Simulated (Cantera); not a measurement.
A closed system holds: 1 mol Si3N4, 0.9 mol O2, 50 mol H2, 0.031 mol H2O, at 2150 K and 428 Torr.

Cantera equilibrium calculation (NASA polynomials, part measured and part estimated; ideal gas, pure solids and liquids). Candidate condensed phases: H2O, Si, SiO2, Si2N2O, Si3N4; 35 gas species. The tables' values for SiN are old estimates; treat these amounts as uncertain. Gases not in the tables: Si2H6 and higher silanes. The numbers say what is thermodynamically allowed, not how fast it happens.

Base state: H2 0.923, N2 0.0370, SiO 0.0339, H 0.00537, Si 0.000394, SiH2 0.000217, SiH 0.000140, Si2N 1.23e-5 (mole fractions); condensed: Si(l).

Task: What changes in the equilibrium state with this change: H2O from 0.031 to 2.7 mol?

Result: 
| species | before | after |
|---|---|---|
| H2 | 0.923 | 0.892 |
| SiO | 0.0339 | 0.0470 |
| N2 | 0.0370 | 0.0347 |
| H2O | 8.58e-6 | 0.0210 |
| Si2N | 1.23e-5 | <1e-9 |
| OH | 6.44e-9 | 1.60e-5 |
| SiH2 | 0.000217 | 1.15e-7 |
| SiN | 1.07e-5 | 5.68e-9 |
| Si(l), mol | 1.13 | 0 |
| SiO2(l), mol | 0 | 0.292 |
The tables hold silica as quartz up to 1696 K and as liquid above; real silica turns to tridymite and cristobalite and melts near 1996 K. Gases not in the tables: Si(OH)4.

Task: What changes in the equilibrium state with this change: 0.12 mol CO2 added?

Result: 
| species | before | after |
|---|---|---|
| H2 | 0.923 | 0.919 |
| N2 | 0.0370 | 0.0368 |
| SiO | 0.0339 | 0.0360 |
| CO | 0 | 0.00217 |
| HCN | 0 | 3.96e-5 |
| SiH2 | 0.000217 | 0.000216 |
| Si(l), mol | 1.13 | 1.00 |
Further candidate phases: C, C6H6, C7H8, C8H18, SiC.
